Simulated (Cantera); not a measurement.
## Tantalum, niobium, vanadium and zirconium in process gases: Ta + CO2 + H2

Input: 1 mol Ta, a varied amount of CO2, 4.2 mol H2, held at 1423 K and 0.133 bar.

These are equilibrium values from Cantera (NASA tables, ideal gas, pure condensed phases), not measurements of a reactor. Candidate condensed phases: C, C6H6, C7H8, C8H18, H2O, Ta, TaC, Ta2O5; 113 gas species. Mutual solubility and eutectic melting of coexisting phases are not modelled. TaC: taken at fixed stoichiometry. Condensed phases not in the tables: Ta2C, N, O or C dissolved in the metal. Kinetics and transport are ignored.

```tsv
n(CO2) (mol)	x H2	x CO	x H2O	x CO2	x H	n Ta(s)	n TaC(s)	n Ta2O5(s)
0.21	1.000	8.28e-7	4.88e-5	1.78e-11	1.82e-5	0.622	0.210	0.0840
0.32	1.000	8.28e-7	4.88e-5	1.78e-11	1.82e-5	0.424	0.320	0.128
0.49	1.000	8.28e-7	4.88e-5	1.78e-11	1.82e-5	0.118	0.490	0.196
0.75	0.943	0.0558	0.00110	2.88e-5	1.77e-5	0	0.501	0.249
1.2	0.834	0.164	0.00133	0.000115	1.66e-5	0	0.373	0.313
1.8	0.723	0.275	0.00133	0.000224	1.55e-5	0	0.203	0.399
2.7	0.586	0.385	0.0225	0.00651	1.39e-5	0	0	0.500
4.2	0.367	0.431	0.133	0.0691	1.10e-5	0	0	0.500
6.4	0.205	0.427	0.192	0.176	8.23e-6	0	0	0.500
```
x: gas mole fraction; n: condensed amount in mol.

From 0.21 mol CO2 to 0.49 mol CO2 the condensed part is Ta(s) + TaC(s) + Ta2O5(s). From 0.75 mol CO2 to 1.8 mol CO2 the condensed part is TaC(s) + Ta2O5(s). From 2.7 mol CO2 to 6.4 mol CO2 the condensed part is Ta2O5(s).
